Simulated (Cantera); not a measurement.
Feed: 1 mol HMDSO, 0.32 mol H2O, at 548.15 K and 0.133 bar.

Equilibrium computed with Cantera from the NASA thermochemical tables; the gas is ideal and each condensed phase is pure. Candidate condensed phases: C, C6H6, C7H8, C8H18, H2O, Si, SiC, SiO2; 123 gas species. The feed counts by its element totals alone. The numbers say what is thermodynamically allowed, not how fast it happens.

Base state: CH4 0.879, H2 0.121 (mole fractions); condensed: C(graphite) + SiC(s) + SiO2(α-quartz).

Q: What changes in the equilibrium state with this change: temperature from 548.15 K to 1423 K?

A: 
```tsv
species	before	after
H2	0.121	0.953
CO	<1e-9	0.0462
CH4	0.879	0.000461
SiO	<1e-9	6.44e-5
H2O	<1e-9	1.81e-5
H	<1e-9	1.78e-5
C(graphite), mol	0.300	3.98
SiC(s), mol	1.34	1.57
SiO2(α-quartz), mol	0.660	0
SiO2(β-quartz), mol	0	0.434
```
Mutual solubility and eutectic melting of coexisting phases are not modelled. The tables hold silica as quartz up to 1696 K and as liquid above; real silica turns to tridymite and cristobalite and melts near 1996 K.
